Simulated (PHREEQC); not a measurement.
Solution (25 °C): 0.004 mol HF and 0.0023 mol NH4F per kg of water. Closed to the air; pH follows from the charge balance.

Model: ion-association model, phreeqc.dat, run in PHREEQC.

| quantity | before | after |
|---|---|---|
| pH | 3.13 | 3.63 |
| ionic strength (mol/kgw) | 0.00308 | 0.000469 |
| HF (mol/kgw) | 0.00318 | 0.000160 |
| F- (mol/kgw) | 0.00305 | 0.000469 |
| HF2- (mol/kgw) | 3.72e-5 | 2.89e-7 |

Question: Name the change that produced these shifts.
A. diluted 10-fold with water
B. HF from 0.004 to 0.04 mol/kgw
C. diluted 5-fold with water
D. NH4F replaced by NH4Cl at the same molality
E. NH4F left out

Answer: A, diluted 10-fold with water

Precipitation was switched off in this run.
